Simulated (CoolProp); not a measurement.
Saturation properties of acetone.

The numbers come from the reference Helmholtz-energy equation of state, Lemmon 2006 in CoolProp. It is a short technical equation, of lower accuracy than the large ones.

```
T (°C)  p (bar)  liquid density (kg/m³)  vapour density (kg/m³)
------  -------  ----------------------  ----------------------
87.65     2.678                   710.1                   5.718
90.25     2.876                   706.7                   6.126
92.95     3.094                   703.2                   6.573
95.65     3.324                   699.6                   7.047
98.35     3.568                   696.0                   7.547
101.05    3.825                   692.4                   8.076
103.75    4.095                   688.8                   8.634
106.45    4.381                   685.1                   9.223
109.15    4.681                   681.4                   9.844
111.85    4.996                   677.6                   10.50
114.55    5.328                   673.8                   11.19
117.25    5.676                   670.0                   11.92
119.95    6.041                   666.1                   12.68
122.65    6.424                   662.1                   13.49
```

It boils at 56.1 °C under 1 atm.
